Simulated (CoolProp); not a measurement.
Values from CoolProp's reference Helmholtz-energy equation of state, Smukala 2000.

Give the vapour pressure (bar), liquid density (kg/m³), vapour density (kg/m³), enthalpy of vaporisation (kJ/kg) of saturated ethylene at 167.3 K.


| T (K) | p (bar) | liquid density (kg/m³) | vapour density (kg/m³) | enthalpy of vaporisation (kJ/kg) |
|---|---|---|---|---|
| 167.3 | 0.895 | 571 | 1.86 | 485 |
